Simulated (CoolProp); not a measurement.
Vapour-liquid equilibrium of R125 (1) + R245fa (2) at 267.7 K; x and y are mole fractions of (1).

Values from CoolProp's multi-fluid Helmholtz-energy mixture model, Lemmon 2005 and Akasaka 2015; pair parameters Bell 2016.

| x | bubble pressure, mixture model (bar) | bubble pressure, Raoult's law (bar) | y, mixture model | y, Raoult's law |
|---|---|---|---|---|
| 0.05 | 0.7064 | 0.6736 | 0.435 | 0.417 |
| 0.15 | 1.261 | 1.195 | 0.708 | 0.706 |
| 0.25 | 1.784 | 1.716 | 0.811 | 0.819 |
| 0.35 | 2.287 | 2.237 | 0.867 | 0.880 |
| 0.45 | 2.779 | 2.758 | 0.903 | 0.918 |
| 0.55 | 3.267 | 3.279 | 0.929 | 0.943 |
| 0.65 | 3.760 | 3.800 | 0.950 | 0.962 |
| 0.75 | 4.263 | 4.321 | 0.966 | 0.976 |
| 0.85 | 4.785 | 4.842 | 0.981 | 0.987 |
| 0.95 | 5.334 | 5.363 | 0.994 | 0.996 |

The largest gap from Raoult's law is +5.5 % in bubble pressure, at x = 0.15. No azeotrope shows between x = 0.05 and 0.95.

Pair parameters are fitted to limited data, so mixtures are less certain than the pure fluids. The gap from Raoult's law changes sign with composition, which may be real or a fault of the pair parameters; it wasn't checked against measurements.
